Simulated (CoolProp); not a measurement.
A closed Brayton cycle with dry air: compressor inlet 315.15 K and 1.2 MPa, high pressure 4.13 MPa, turbine inlet 665 K, compressor efficiency 0.89, turbine efficiency 0.85, recuperator effectiveness 0.9 (on enthalpy, no pinch check). Each further row changes one setting.

Computed with CoolProp (reference Helmholtz-energy equation of state, Lemmon 2000). It is a pseudo-pure fit of the blend.

```csv
case,thermal efficiency (%),net work (kJ/kg),compressor to turbine work,compressor exit (K),turbine exit (K)
as stated,___,20.2,0.88,464.9,502.0
turbine inlet 615 K,4.4,6.96,___,464.9,___
compressor inlet 325.15 K,8.7,15.3,0.91,___,502.0
high pressure 3.51 MPa,___,___,0.84,442.2,520.8
recuperator effectiveness 0.5,10.5,20.2,0.88,464.9,502.0
```

Question: Some entries are withheld; supply them.

Answer: 
- as stated, thermal efficiency (%): 11.4
- turbine inlet 615 K, compressor to turbine work: 0.96
- turbine inlet 615 K, turbine exit (K): 463.0
- compressor inlet 325.15 K, compressor exit (K): 479.3
- high pressure 3.51 MPa, thermal efficiency (%): 14.8
- high pressure 3.51 MPa, net work (kJ/kg): 24.0
